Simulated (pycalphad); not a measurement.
Source of the numbers: pycalphad with the COST 507 light-alloy database (1999); pressure 1 atm. The data set is of 1999 and partly superseded. Amounts are mole fractions of atoms. Diffusion is slow at the low end, where real alloys seldom reach equilibrium.

**Question.** Give the equilibrium state of Al-0.44Mg-6.29Si (at.%) at 400 K.

**Answer.** 
```
T = 400.00 K, P = 101325 Pa, N = 1 mol of atoms
G = -11611 J/mol, H = 2386 J/mol, S = 34.99 J/(mol K)  (SER reference)
chemical potentials (J/mol): Al -11710, Mg -44427, Si -7851
phase             fraction      x(Al)      x(Mg)      x(Si)
FCC_A1              0.9327     1.0000    8.6e-06    7.4e-06
DIAMOND_A4          0.0607   1.35e-14       none     1.0000
MG2SI               0.0066       none     0.6667     0.3333
```

**Question.** Give the equilibrium state of Al-0.44Mg-6.29Si (at.%) at 800 K.

**Answer.** 
```
T = 800.00 K, P = 101325 Pa, N = 1 mol of atoms
G = -29863 J/mol, H = 14177 J/mol, S = 55.05 J/(mol K)  (SER reference)
chemical potentials (J/mol): Al -30270, Mg -63452, Si -21475
phase             fraction      x(Al)      x(Mg)      x(Si)
FCC_A1              0.9464     0.9855     0.0046     0.0098
DIAMOND_A4          0.0536   3.29e-07       none     1.0000
```

Database names, with the compositions (at.%) that they take in these runs: MG2SI: Mg 67 Si 33. FCC_A1 is fcc; DIAMOND_A4 is diamond (Si). An entry "none" or "no" means that the model of the phase leaves that element out.
